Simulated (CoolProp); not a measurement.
R227EA at several states: fugacity coefficient from the reference equation and from simpler models built on Tc = 101.8 °C, pc = 2.925 MPa, ω = 0.358; each cubic takes its own stable root.

Values from CoolProp's reference Helmholtz-energy equation of state, Lemmon 2016.

```csv
T (°C),p (MPa),phase,reference
5.85,16.4,liquid,0.02978
-52.55,0.0172,liquid,0.8875
-13.95,0.244,liquid,0.4400
155.25,0.0146,gas,0.9989
```

**Question.** How far does each simpler model (Redlich-Kwong, Peng-Robinson) lie from the reference over these 4 states: mean and median of the absolute difference, and the worst?

**Answer.** 
- Redlich-Kwong: mean 48.5 %, median 47.6 %, worst +98.6 % at -13.95 °C and 0.244 MPa
- Peng-Robinson: mean 1.7 %, median 1.8 %, worst -3.3 % at 5.85 °C and 16.4 MPa

At some of these states Redlich-Kwong gives the other phase, because its saturation line lies elsewhere.
